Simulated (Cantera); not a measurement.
# Pyrogenic steam for wet oxidation

An isothermal, constant-pressure homogeneous reactor starts with 10.7 % H₂, 8.93 % O₂, 80.4 % N₂, at 1398 K and 30000 Pa.

Model: the H2/O2 subset of GRI-Mech 3.0, which has no nitrogen chemistry, integrated in Cantera. The temperature is held fixed by assumption; the heat of reaction is taken as removed at once.

```csv
t (s),x H₂,x O₂,x H,x OH,x H₂O₂,x H₂O,x HO₂
7.00e-6,0.107,0.0893,4.11e-8,5.47e-9,1.01e-10,1.40e-8,3.44e-8
3.32e-5,0.107,0.0893,1.85e-6,2.97e-7,2.04e-9,2.10e-6,1.86e-7
0.000157,0.0138,0.0446,0.0432,0.00513,7.19e-7,0.0698,6.71e-6
0.000745,0.00641,0.0396,0.0105,0.00337,7.89e-7,0.0982,6.55e-6
0.00353,0.000556,0.0376,0.000220,0.000939,2.91e-7,0.112,3.34e-6
0.0167,2.47e-5,0.0377,2.10e-6,0.000201,3.80e-8,0.113,3.19e-7
0.0793,2.55e-6,0.0377,7.37e-8,6.61e-5,5.96e-9,0.113,4.20e-8
0.376,5.97e-7,0.0377,8.54e-9,3.21e-5,1.65e-9,0.113,1.99e-8
1.78,4.69e-7,0.0377,5.96e-9,2.83e-5,1.33e-9,0.113,1.93e-8
8.44,4.69e-7,0.0377,5.96e-9,2.83e-5,1.33e-9,0.113,1.93e-8
40.0,4.69e-7,0.0377,5.96e-9,2.83e-5,1.33e-9,0.113,1.93e-8
```
x: mole fraction; the columns are a selection and need not sum to one.

Equilibrium at this temperature and pressure: H₂ 4.69e-7, O₂ 0.0377, H 5.96e-9, OH 2.83e-5, H₂O₂ 1.33e-9, H₂O 0.113, HO₂ 1.93e-8 (gas phase only).
